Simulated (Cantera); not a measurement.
A Cantera script and what it prints.

```python
import numpy as np
import cantera as ct

gas_names = [...]  # 92 gases of nasa_gas.yaml made of C, H, N
cond_names = """
    C(gr) C6H6(L) C7H8(L) C8H18(L),n-octa
""".split()


# ... load() reads the species with a 1 bar reference pressure and builds the phases ...
atoms = {
    'C': {'C': 1},
    'H2': {'H': 2},
    'N2': {'N': 2},
}
top_T = {'C(gr)': 4500}  # K; cautious upper limits of use, not melting points


# ... equilibrate(T, P, feed) seeds the gas with the atoms and calls Mixture.equilibrate('TP', solver="vcs", rtol=1e-11, max_steps=5000) ...
results = []
T = 898.15  # K
P = 11000  # Pa
for m in [0.48, 0.94, 1.9, 3.6, 7.1, 14, 28]:
    feed = {'C': 1, 'H2': 3.3, 'N2': m}  # mol
    mix = equilibrate(T, P, feed)
    results.append((T, P, feed, dict(zip(mix.species_names, mix.species_moles))))

top = {s: max(r[3][s] / sum(r[3][g] for g in gas_names) for r in results) for s in gas_names}
cols = sorted((s for s in top if top[s] > 1e-06), key=lambda s: -top[s])[:7]
seen = [c for c in cond_names if any(r[3].get(c, 0) > 1e-12 for r in results)]
print("log10 of partial pressures in bar; condensed amounts in mol")
print(f"{'n(N2)':>10s}" + "".join(f"{s[:9]:>10s}" for s in cols + seen))
for T, P, feed, n in results:
    ng = sum(n[g] for g in gas_names)
    print(f"{feed['N2']:10.4g}" + "".join(f"{np.log10(max(n[s] / ng * P / 1e5, 1e-99)):10.3f}" for s in cols)
          + "".join(f"{n.get(c, 0):10.4g}" for c in seen))
```

Output:

```
log10 of partial pressures in bar; condensed amounts in mol
     n(N2)        N2        H2       CH4       NH3     C(gr)
      0.48    -1.844    -1.032    -2.559    -5.380    0.9075
      0.94    -1.604    -1.081    -2.658    -5.334    0.9169
       1.9    -1.390    -1.169    -2.833    -5.358    0.9314
       3.6    -1.238    -1.290    -3.075    -5.464    0.9476
       7.1    -1.123    -1.465    -3.425    -5.669    0.9646
        14    -1.050    -1.683    -3.862    -5.960    0.9784
        28    -1.007    -1.939    -4.373    -6.322    0.9879
```

Equilibrium computed with Cantera from the NASA thermochemical tables; the gas is ideal and each condensed phase is pure.
